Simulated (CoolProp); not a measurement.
Values from CoolProp's reference Helmholtz-energy equation of state, Wu 2011.

**Question.** For dimethyl ether, give the phase and the Joule-Thomson coefficient (K/MPa), viscosity (µPa s) at 498.3 K and 0.0422 MPa; 161.4 K and 0.0186 MPa; 395.1 K and 0.177 MPa.

**Answer.** 
- 498.3 K and 0.0422 MPa: gas; Joule-Thomson coefficient 4.80, viscosity 15.8
- 161.4 K and 0.0186 MPa: liquid; Joule-Thomson coefficient -0.425, viscosity 1080
- 395.1 K and 0.177 MPa: gas; Joule-Thomson coefficient 9.28, viscosity 12.0

Viscosity comes from a separate model (Meng 2012).
